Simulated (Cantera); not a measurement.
Reactions in the system C-N-O-Ta

Cantera with NASA thermochemical tables; ideal gases at 1 bar, condensed phases pure. Values are per mole of reaction as written; species without (g) are pure solids or liquids, kept so even where they would boil at 1 bar. TaC: taken at fixed stoichiometry.

TaC + 3 NO(g) → CO(g) + 3 N(g) + TaO2(g)

```tsv
T (K)	ΔH° (kJ)	ΔS° (J/K)	ΔG° (kJ)	log10 K
2123	970.4	263.6	410.7	-10.10
2148	970.0	263.5	404.1	-9.83
2173	969.7	263.3	397.5	-9.55
2198	969.3	263.1	390.9	-9.29
2223	968.9	263.0	384.3	-9.03
2248	968.6	262.8	377.8	-8.78
```
